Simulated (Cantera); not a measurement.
Mixture: 13.6 % CH₄, 18.1 % O₂, 68.3 % N₂, equivalence ratio 1.5, at 5250 Torr, adiabatic and at constant pressure. Ignition delay is the time to a rise of 400 K.

Model: GRI-Mech 3.0 (53 species, 325 reactions), integrated in Cantera.

Task: Predict: delay at 1000 K; delay at 1200 K; delay at 1400 K; delay at 1600 K; delay at 1800 K; apparent activation energy between 1600 and 1800 K.

Result: 
```
Item                                                    Result
--------------------------------------------------  ----------
delay at 1000 K                                        0.149 s
delay at 1200 K                                        8.70 ms
delay at 1400 K                                       0.857 ms
delay at 1600 K                                       0.118 ms
delay at 1800 K                                        23.1 µs
apparent activation energy between 1600 and 1800 K  200 kJ/mol
```
